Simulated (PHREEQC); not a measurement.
## Metal-bearing waste water: speciation

Make-up at 25 °C: 1.6 mmol/kgw MnSO4, 0.19 mmol/kgw MgSO4 and 0.1 mmol/kgw HCl. Closed to the air; pH follows from the charge balance.

Computed with PHREEQC (ion-association model, phreeqc.dat).

Each row changes one thing in this solution. This is a speciation only: nothing precipitates in the calculation.

| case | pH | ionic strength (mol/kgw) | SO4-2 (mol/kgw) | Mn+2 (mol/kgw) | MnSO4 (mol/kgw) | Mg+2 (mol/kgw) |
|---|---|---|---|---|---|---|
| as made | 4.08 | 0.00632 | 0.00155 | 0.00140 | 0.000200 | 0.000160 |
| MgSO4 from 0.00019 to 0.000171 mol/kgw | 4.08 | 0.00626 | 0.00153 | 0.00140 | 0.000199 | … |
| temperature from 25 to 15 °C | 4.07 | 0.00645 | 0.00159 | … | 0.000172 | 0.000166 |
| HCl left out | 6.74 | 0.00623 | 0.00156 | 0.00140 | 0.000202 | 0.000160 |
| HCl from 0.0001 to 0.0005 mol/kgw | 3.38 | 0.00667 | 0.00152 | 0.00140 | 0.000194 | 0.000161 |
| MnSO4 from 0.0016 to 0.0008 mol/kgw | 4.05 | 0.00368 | 0.000893 | 0.000731 | 6.93e-5 | 0.000169 |
| temperature from 25 to 80 °C | 4.17 | … | 0.00134 | 0.00124 | 0.000360 | 0.000125 |
| HCl from 0.0001 to 0.00011 mol/kgw | 4.04 | 0.00633 | 0.00155 | 0.00140 | 0.000200 | 0.000160 |

**Question.** Fill in the missing entries.

**Answer.** 
- MgSO4 from 0.00019 to 0.000171 mol/kgw, Mg+2 (mol/kgw): 0.000144
- temperature from 25 to 15 °C, Mn+2 (mol/kgw): 0.00143
- temperature from 25 to 80 °C, ionic strength (mol/kgw): 0.00551

Species that the database lacks are ignored. Constants without temperature data keep their 25 °C values here.
